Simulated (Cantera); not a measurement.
# Catalytic combustion on Pt

An isothermal plug-flow reactor at 825 K and 533 Torr (inlet), inlet velocity 0.38 m/s, active area per volume 350 1/m; feed CO : O₂ : N₂ = 0.012 : 0.023 : 0.79 (molar parts), equivalence ratio 0.26.

Detailed kinetics in Cantera: Deutschmann's 1995 Pt surface mechanism with GRI-Mech 3.0 gas chemistry. Catalytic surfaces can have several steady states; this one follows from the mechanism file's or the stated starting coverage. Mass transfer to the wall is taken as infinitely fast.

| z (m) | x CO | x O₂ | x H₂O | x CO₂ | θ free Pt | θ O* | θ CO* |
|---|---|---|---|---|---|---|---|
| 0.00021 | 0.00889 | 0.0251 | <1e-12 | 0.00570 | 0.285 | 0.00865 | 0.707 |
| 0.0004 | 0.000799 | 0.0211 | <1e-12 | 0.0138 | 0.139 | 0.860 | 0.000985 |
| 0.00078 | 0.000184 | 0.0208 | <1e-12 | 0.0145 | 0.104 | 0.896 | 0.000122 |
| 0.0015 | 2.06e-5 | 0.0208 | <1e-12 | 0.0146 | 0.0993 | 0.901 | 1.23e-5 |
| 0.0029 | 3.42e-7 | 0.0208 | <1e-12 | 0.0147 | 0.0988 | 0.901 | 2.03e-7 |
| 0.0056 | 1.29e-10 | 0.0208 | <1e-12 | 0.0147 | 0.0988 | 0.901 | 7.67e-11 |
| 0.011 | <1e-12 | 0.0208 | <1e-12 | 0.0147 | 0.0988 | 0.901 | <1e-12 |
| 0.021 | <1e-12 | 0.0208 | <1e-12 | 0.0147 | 0.0988 | 0.901 | <1e-12 |
x: gas mole fraction; θ: surface coverage.
